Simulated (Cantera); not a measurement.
Input (Python, Cantera) and output of one run.

```python
import numpy as np
import cantera as ct

gas_names = """
    Ca CaCL CaCL2 Ca2 CL CL2 H HCL H2
""".split()
cond_names = """
    Ca(a) Ca(b) Ca(L) CaCL2(s) CaCL2(L)
""".split()


def load(file, names, dense=False):
    # The tables refer to 1 bar. Condensed volumes are neglected.
    table = {s.name: s for s in ct.Species.list_from_file(file)}
    out = []
    for n in names:
        d = dict(table[n].input_data)
        d["thermo"] = dict(d["thermo"], **{"reference-pressure": 1e5})
        if dense:
            d["equation-of-state"] = {"model": "constant-volume", "density": "1e6 g/cm^3"}
        out.append(ct.Species.from_dict(d))
    return out


gas = ct.Solution(thermo="ideal-gas", species=load("nasa_gas.yaml", gas_names))
cond = {s.name: ct.Solution(thermo="fixed-stoichiometry", species=[s], name=s.name)
        for s in load("nasa_condensed.yaml", cond_names, dense=True)}
atoms = {
    'CaCl2': {'Ca': 1, 'CL': 2},
    'H2': {'H': 2},
}
top_T = {}  # K; cautious upper limits of use, not melting points


def equilibrate(T, P, feed):
    n = {}
    for name, mol in feed.items():
        for a, k in atoms[name].items():
            n[a] = n.get(a, 0.0) + k * mol
    gas.TPX = T, P, n
    mass = sum(n.values()) * gas.mean_molecular_weight
    gas.equilibrate("TP")
    valid = [c for c in cond.values() if c.min_temp <= T <= top_T.get(c.name, c.max_temp)]
    mix = ct.Mixture([(gas, mass / gas.mean_molecular_weight)] + [(c, 0.0) for c in valid])
    mix.T, mix.P = T, P
    mix.equilibrate("TP", solver="vcs", rtol=1e-11, max_steps=5000)
    return mix


results = []
feed = {'CaCl2': 1, 'H2': 16}  # mol
P = 133.322  # Pa
for T in [1000, 1050, 1100, 1150, 1200, 1250, 1300, 1350, 1400, 1450]:
    mix = equilibrate(T, P, feed)
    results.append((T, P, feed, dict(zip(mix.species_names, mix.species_moles))))
    x = sorted(zip(gas.X, gas.species_names), reverse=True)
    print(f"T = {T:g} K  P = {P:g} Pa  gas = {mix.phase_moles(0):.4g} mol")
    print("   x: " + "  ".join(f"{s} {v:.3e}" for v, s in x if v > 0.001))
    print("   condensed (mol): " + ("  ".join(f"{mix.phase(i).name} {mix.phase_moles(i):.4g}"
          for i in range(1, mix.n_phases) if mix.phase_moles(i) > 1e-12) or "none"))
```

Result:

```
T = 1000 K  P = 133.322 Pa  gas = 16 mol
   x: H2 1.000e+00
   condensed (mol): CaCL2(s) 0.9997
T = 1050 K  P = 133.322 Pa  gas = 16 mol
   x: H2 9.999e-01
   condensed (mol): CaCL2(L) 0.9985
T = 1100 K  P = 133.322 Pa  gas = 16.01 mol
   x: H2 9.996e-01
   condensed (mol): CaCL2(L) 0.9933
T = 1150 K  P = 133.322 Pa  gas = 16.03 mol
   x: H2 9.984e-01  CaCL2 1.568e-03
   condensed (mol): CaCL2(L) 0.9748
T = 1200 K  P = 133.322 Pa  gas = 16.08 mol
   x: H2 9.947e-01  CaCL2 5.241e-03
   condensed (mol): CaCL2(L) 0.9153
T = 1250 K  P = 133.322 Pa  gas = 16.26 mol
   x: H2 9.841e-01  CaCL2 1.578e-02
   condensed (mol): CaCL2(L) 0.7424
T = 1300 K  P = 133.322 Pa  gas = 16.73 mol
   x: H2 9.563e-01  CaCL2 4.332e-02
   condensed (mol): CaCL2(L) 0.2722
T = 1350 K  P = 133.322 Pa  gas = 17 mol
   x: H2 9.407e-01  CaCL2 5.848e-02
   condensed (mol): none
T = 1400 K  P = 133.322 Pa  gas = 17.01 mol
   x: H2 9.405e-01  CaCL2 5.830e-02
   condensed (mol): none
T = 1450 K  P = 133.322 Pa  gas = 17.01 mol
   x: H2 9.401e-01  CaCL2 5.805e-02
   condensed (mol): none
```

Method: chemical equilibrium by Gibbs-energy minimisation in Cantera with the NASA 1993 tables (ideal gas, pure condensed phases).
